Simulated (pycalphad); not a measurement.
Computed with pycalphad from the COST 507 light-alloy database (1999), at 1 atm. These are 1990s assessments: newer ones move some temperatures and phases. Amounts are mole fractions of atoms.

Problem. Give the equilibrium state of Sn-65.5Si (at.%) at 950 K.

Solution. DIAMOND_A4, fraction 0.654, with >99.99 Si at.%; LIQUID, fraction 0.346, with 0.21 Si at.%.

DIAMOND_A4 is diamond (Si).
